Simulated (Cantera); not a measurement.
Input: 1 mol BN, 17 mol F₂, 0.72 mol H₂, equilibrated at 35.3 Torr.

These are equilibrium values from Cantera (NASA tables, ideal gas, pure condensed phases), not measurements of a reactor. Candidate condensed phases: B, BN; 31 gas species. Kinetics and transport are ignored. All values below are at 1052 °C.

Base state: F 0.878, HF 0.0456, BF₃ 0.0316, F₂ 0.0285, N₂ 0.0158 (mole fractions); condensed: gas only.

What changes in the equilibrium state with this change: F₂ from 17 to 2.2 mol?


| species | before | after |
|---|---|---|
| HF | 0.0456 | 0.479 |
| BF₃ | 0.0316 | 0.342 |
| N₂ | 0.0158 | 0.171 |
| F | 0.878 | <1e-9 |
| F₂ | 0.0285 | <1e-9 |
| H₂ | <1e-9 | 0.00685 |

What changes in the equilibrium state with this change: F₂ from 17 to 1.4 mol?


```json
[
 {"species": "BF₃", "before": "0.0316", "after": "0.430"},
 {"species": "H₂", "before": "<1e-9", "after": "0.325"},
 {"species": "N₂", "before": "0.0158", "after": "0.216"},
 {"species": "F", "before": "0.878", "after": "<1e-9"},
 {"species": "F₂", "before": "0.0285", "after": "<1e-9"},
 {"species": "HF", "before": "0.0456", "after": "0.0272"},
 {"species": "BHF₂", "before": "<1e-9", "after": "0.00108"},
 {"species": "BF₂", "before": "<1e-9", "after": "0.000128"},
 {"species": "BN(s), mol", "before": "0", "after": "0.0850"}
]
```
The tables' values for BF₂ are old estimates; treat these amounts as uncertain.
